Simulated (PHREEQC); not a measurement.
A solution holds 1.6 mmol/kgw NH4Cl and 18 mmol/kgw NaOH, at 25 °C. Closed to the air; pH follows from the charge balance.

Equilibrium calculation in PHREEQC: ion-association model, wateq4f.dat.

```tsv
quantity	before	after
pH	12.15	10.21
NH4+ (mol/kgw)	2.24e-6	1.58e-6
SI of Halite (NaCl)	-6.24	-10.14
```

**Question.** What was changed between the two runs?
A. NH4Cl from 0.0016 to 0.00176 mol/kgw
B. NaOH from 0.018 to 0.0036 mol/kgw
C. NH4Cl from 0.0016 to 0.0024 mol/kgw
D. diluted 100-fold with water
E. 0.00051 mol/kgw SrCl2 added

**Answer.** D, diluted 100-fold with water

No solid was allowed to form.
